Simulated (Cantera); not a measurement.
Charge: 1 mol SiCl₄, 0.88 mol N₂, 6.2 mol H₂, at 100 Torr.

Equilibrium computed with Cantera from the NASA thermochemical tables; the gas is ideal and each condensed phase is pure. Candidate condensed phases: NH₄Cl, Si, Si₃N₄; 28 gas species. N₂ is the only nitrogen source here; it is nearly inert below about 1500 K, so the nitride shown seldom forms there in practice. The tables' values for SiCl₃ are old estimates; treat these amounts as uncertain. Equilibrium is a limit: real reactors are often held back by kinetics, nucleation or transport. All values below are at 1325 K.

Base state: H₂ 0.561, HCl 0.361, N₂ 0.0465, SiCl₄ 0.0248, SiCl₃ 0.00289, SiHCl₃ 0.00197, SiCl₂ 0.00183, SiH₂Cl₂ 2.24e-5 (mole fractions); condensed: Si₃N₄(s).

Task: What changes in the equilibrium state with this change: SiCl₄ replaced by trisilylamine?

Result: 
| species | before | after |
|---|---|---|
| H₂ | 0.561 | 1.000 |
| N₂ | 0.0465 | 7.12e-6 |
| HCl | 0.361 | 0 |
| SiCl₄ | 0.0248 | 0 |
| SiCl₃ | 0.00289 | 0 |
| SiHCl₃ | 0.00197 | 0 |
| Si₃N₄(s), mol | 0.246 | 0.690 |
| Si(s), mol | 0 | 0.930 |
The feed counts by its element totals alone. Mutual solubility and eutectic melting of coexisting phases are not modelled.
